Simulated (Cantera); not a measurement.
## Reactions in the system H-N-O-Zr

Source: NASA polynomial tables (part measured, part estimated), evaluated in Cantera. Values are per mole of reaction as written; species without (g) are pure solids or liquids, kept so even where they would boil at 1 bar. ZrN: taken at fixed stoichiometry.

ZrO2 + N(g) + H2(g) ⇌ ZrN + 2 OH(g)

```tsv
T (K)	ΔH° (kJ)	ΔS° (J/K)	ΔG° (kJ)	log10 K	condensed phases
1198	327.5	56.2	260.2	-11.34	ZrO2(monoclinic), ZrN(s)
1348	325.8	54.8	251.9	-9.76	ZrO2(monoclinic), ZrN(s)
1498	318.3	49.7	243.8	-8.50	ZrO2(tetragonal), ZrN(s)
1648	317.6	49.3	236.4	-7.49	ZrO2(tetragonal), ZrN(s)
1798	317.3	49.1	229.0	-6.65	ZrO2(tetragonal), ZrN(s)
1948	317.1	49.0	221.6	-5.94	ZrO2(tetragonal), ZrN(s)
2098	317.2	49.0	214.3	-5.34	ZrO2(tetragonal), ZrN(s)
2248	317.5	49.2	206.9	-4.81	ZrO2(tetragonal), ZrN(s)
2398	318.0	49.4	199.5	-4.35	ZrO2(tetragonal), ZrN(s)
```

2 ZrO2(g) + 2 NO(g) ⇌ 3 O2(g) + 2 ZrN

| T (K) | ΔH° (kJ) | ΔS° (J/K) | ΔG° (kJ) | log10 K |
|---|---|---|---|---|
| 1198 | -317.2 | -241.6 | -27.7 | 1.21 |
| 1348 | -312.2 | -237.7 | 8.2 | -0.32 |
| 1498 | -306.8 | -233.9 | 43.6 | -1.52 |
| 1648 | -301.1 | -230.3 | 78.4 | -2.48 |
| 1798 | -295.0 | -226.8 | 112.7 | -3.27 |
| 1948 | -288.6 | -223.3 | 146.4 | -3.93 |
| 2098 | -281.7 | -219.9 | 179.7 | -4.47 |
| 2248 | -274.4 | -216.6 | 212.4 | -4.94 |
| 2398 | -266.8 | -213.3 | 244.6 | -5.33 |
